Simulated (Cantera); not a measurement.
A Cantera script and what it prints.

```python
import numpy as np
import cantera as ct

gas_names = """
    H HO2 H2 H2O H2O2 O OH O2 O3
""".split()
cond_names = """
    H2O(s) H2O(L)
""".split()


# ... load() reads the species with a 1 bar reference pressure and builds the phases ...
atoms = {
    'H2O': {'H': 2, 'O': 1},
    'O2': {'O': 2},
}
top_T = {}  # K; cautious upper limits of use, not melting points


# ... equilibrate(T, P, feed) seeds the gas with the atoms and calls Mixture.equilibrate('TP', solver="vcs", rtol=1e-11, max_steps=5000) ...
results = []
feed = {'H2O': 1, 'O2': 1.2}  # mol
P = 91000  # Pa
for T in [2400, 2450, 2500, 2550, 2600, 2650, 2700, 2750, 2800, 2850, 2900]:
    mix = equilibrate(T, P, feed)
    results.append((T, P, feed, dict(zip(mix.species_names, mix.species_moles))))

top = {s: max(r[3][s] / sum(r[3][g] for g in gas_names) for r in results) for s in gas_names}
cols = sorted((s for s in top if top[s] > 1e-06), key=lambda s: -top[s])[:6]
seen = [c for c in cond_names if any(r[3].get(c, 0) > 1e-12 for r in results)]
print("log10 of partial pressures in bar; condensed amounts in mol")
print(f"{'T/K':>10s}" + "".join(f"{s[:9]:>10s}" for s in cols + seen))
for T, P, feed, n in results:
    ng = sum(n[g] for g in gas_names)
    print(f"{T:10.4g}" + "".join(f"{np.log10(max(n[s] / ng * P / 1e5, 1e-99)):10.3f}" for s in cols)
          + "".join(f"{n.get(c, 0):10.4g}" for c in seen))
```

It prints:

```
log10 of partial pressures in bar; condensed amounts in mol
       T/K        O2       H2O        OH         O        H2         H
      2400    -0.317    -0.405    -1.593    -2.220    -2.692    -3.144
      2450    -0.320    -0.410    -1.524    -2.108    -2.583    -2.988
      2500    -0.323    -0.415    -1.458    -2.000    -2.479    -2.839
      2550    -0.326    -0.421    -1.396    -1.897    -2.380    -2.696
      2600    -0.331    -0.428    -1.337    -1.798    -2.286    -2.559
      2650    -0.336    -0.437    -1.281    -1.704    -2.197    -2.427
      2700    -0.341    -0.446    -1.228    -1.613    -2.111    -2.301
      2750    -0.348    -0.457    -1.178    -1.526    -2.030    -2.180
      2800    -0.356    -0.470    -1.131    -1.443    -1.954    -2.064
      2850    -0.364    -0.484    -1.087    -1.363    -1.881    -1.953
      2900    -0.374    -0.500    -1.047    -1.287    -1.813    -1.846
```

Equilibrium computed with Cantera from the NASA thermochemical tables; the gas is ideal and each condensed phase is pure.
